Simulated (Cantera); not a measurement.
## Thermodynamics of fluorocarbon and chlorocarbon gases, feed CHF3 + HCl + H2

Input: 1 mol CHF3, 1 mol HCl, 9.2 mol H2, held at 0.470 bar.

Equilibrium computed with Cantera from the NASA thermochemical tables; the gas is ideal and each condensed phase is pure. Candidate condensed phases: C, C6H6, C7H8, C8H18; 118 gas species. Rates play no part.

```
T (K)  log p H2  log p HF  log p H  log p HCl  log p C2H2 (acetylene)  log p CH4  log p Cl  n C(graphite)
-----  --------  --------  -------  ---------  ----------------------  ---------  --------  -------------
1023      -0.51     -0.93    -8.64      -1.41                   -9.19      -2.15     -9.57          0.820
1173      -0.50     -0.94    -7.18      -1.41                   -7.72      -2.72     -8.15          0.951
1323      -0.50     -0.94    -6.05      -1.41                   -6.59      -3.17     -7.04          0.982
1473      -0.50     -0.94    -5.15      -1.41                   -5.69      -3.53     -6.15          0.992
1623      -0.50     -0.94    -4.41      -1.41                   -4.96      -3.83     -5.43          0.996
1773      -0.50     -0.94    -3.80      -1.41                   -4.35      -4.08     -4.82          0.995
1923      -0.50     -0.94    -3.28      -1.42                   -3.85      -4.28     -4.31          0.991
2073      -0.50     -0.94    -2.83      -1.42                   -3.41      -4.46     -3.88          0.979
2223      -0.51     -0.94    -2.45      -1.42                   -3.04      -4.61     -3.50          0.952
2373      -0.51     -0.94    -2.11      -1.43                   -2.72      -4.75     -3.17          0.899
2523      -0.52     -0.94    -1.82      -1.44                   -2.45      -4.89     -2.88          0.807
2673      -0.54     -0.95    -1.56      -1.46                   -2.21      -5.02     -2.63          0.659
2823      -0.57     -0.96    -1.34      -1.49                   -2.02      -5.16     -2.41          0.435
2973      -0.62     -0.98    -1.15      -1.53                   -1.86      -5.33     -2.23          0.104
```
log p: log10 of the partial pressure in bar; n: condensed amount in mol.

From 1023 K to 2973 K the condensed part is C(graphite). The main C-bearing gas is CH4 at 1023 K and C2H2 (acetylene) at 2973 K. The share of C in condensed phases is highest at 1623 K (99.6 %) and lowest at 2973 K (10.4 %).
